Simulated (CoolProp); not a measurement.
Vapour-liquid equilibrium of n-hexane (1) + benzene (2) at 0.78 MPa; x and y are mole fractions of (1).

Values from CoolProp's multi-fluid Helmholtz-energy mixture model, Thol 2019 and Thol 2012; pair parameters Bell 2016.

```
x     bubble temperature, mixture model (K)  bubble temperature, Raoult's law (K)  y, mixture model  y, Raoult's law
----  -------------------------------------  ------------------------------------  ----------------  ---------------
0.05                                  436.1                                 437.3             0.078            0.063
0.2                                   431.7                                 435.2             0.266            0.243
0.35                                  428.9                                 433.1             0.415            0.409
0.5                                   426.9                                 431.1             0.547            0.562
0.65                                  425.7                                 429.2             0.674            0.705
0.8                                   425.0                                 427.3             0.807            0.838
0.95                                  424.9                                 425.5             0.950            0.961
```

The largest gap from Raoult's law is -4.2 K in bubble temperature, at x = 0.35. y crosses x between x = 0.8 and 0.95: the model has an azeotrope there.

The pair parameters rest on a limited set of measurements; away from them the model extrapolates.
